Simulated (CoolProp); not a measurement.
Vapour-liquid equilibrium of methanol (1) + dimethyl carbonate (2) at 0.00874 MPa; x and y are mole fractions of (1).

Values from CoolProp's multi-fluid Helmholtz-energy mixture model, de Reuck 1993 and Zhou 2011; pair parameters Bell 2016.

```csv
x,bubble temperature (°C),y at the bubble point,dew temperature at overall composition x (°C),liquid density (mol/L)
0.05,22.4,0.299,27.7,12.16
0.2,14.6,0.589,24.6,13.38
0.35,12.2,0.670,21.1,14.73
0.5,11.4,0.704,17.2,16.33
0.65,11.1,0.731,12.7,18.28
0.8,11.0,0.777,11.1,20.69
0.95,11.9,0.906,12.3,23.72
```

y crosses x between x = 0.65 and 0.8: the model has an azeotrope there.

The pair parameters rest on a limited set of measurements; away from them the model extrapolates.
